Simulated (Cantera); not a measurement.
A Cantera script and its output.

```python
import numpy as np
import cantera as ct

surf = ct.Interface("ptcombust.yaml", "Pt_surf")
gas = surf.adjacent["gas"]
gas.TPX = 300, 7600, {'H2': 0.012, 'O2': 0.19, 'N2': 0.79}
jet = ct.ImpingingJet(gas=gas, width=0.074, surface=surf)
jet.inlet.mdot, jet.inlet.T, jet.inlet.X = 0.05, 300, {'H2': 0.012, 'O2': 0.19, 'N2': 0.79}
jet.set_refine_criteria(ratio=10, slope=0.2, curve=0.3)
show, cover = ['H2', 'O2', 'H2O', 'OH'], ["PT(S)", "H(S)", "O(S)", "OH(S)", "CO(S)", "C(S)"]

rows = []
print(f"{'Ts/K':>7s}" + "".join(f"{s:>11s}" for s in show + cover) + "   (gas at the wall, coverages)")
for i, Ts in enumerate([500, 550, 600, 650, 700, 750, 800]):
    jet.surface.T = Ts
    if i == 0:
        surf.TP = Ts, 7600
        surf.coverages = "PT(S):0.5, O(S):0.5"
        surf.advance_coverages(1.0)
        jet.set_initial_guess(products="inlet")
    jet.solve(loglevel=0, auto=(i == 0))
    rows.append([*(jet.X[gas.species_index(s), -1] for s in show), *surf[cover].coverages])
    print(f"{Ts:7g}" + "".join(f"{x:11.3e}" for x in rows[-1]))
```

Output:

```
   Ts/K         H2         O2        H2O         OH      PT(S)       H(S)       O(S)      OH(S)      CO(S)       C(S)   (gas at the wall, coverages)
    500  2.376e-03  1.810e-01  1.934e-02  1.717e-15  1.925e-02  2.933e-10  9.739e-01  6.855e-03  5.129e-21  1.002e-27
    550  2.367e-03  1.810e-01  1.917e-02  6.492e-14  2.036e-02  2.699e-10  9.757e-01  3.915e-03 -9.861e-24  1.060e-28
    600  2.354e-03  1.811e-01  1.904e-02  1.327e-12  2.150e-02  3.044e-10  9.761e-01  2.443e-03  8.094e-18 -1.786e-33
    650  2.276e-03  1.810e-01  1.905e-02  1.677e-11  2.341e-02  4.263e-10  9.749e-01  1.662e-03  1.061e-18  9.578e-28
    700  1.924e-03  1.807e-01  1.961e-02  1.399e-10  2.992e-02  8.332e-10  9.688e-01  1.309e-03 -4.794e-23  1.640e-28
    750  1.314e-03  1.801e-01  2.067e-02  7.986e-10  4.825e-02  2.486e-09  9.505e-01  1.219e-03  3.720e-21 -1.021e-33
    800  8.416e-04  1.796e-01  2.147e-02  3.400e-09  8.156e-02  8.197e-09  9.172e-01  1.190e-03  1.069e-20  8.525e-30
```

Cantera simulation using Deutschmann's 1995 Pt surface mechanism with GRI-Mech 3.0 gas chemistry; the numbers are that mechanism's predictions, not measurements. Catalytic surfaces can have several steady states; this one follows from the mechanism file's or the stated starting coverage.
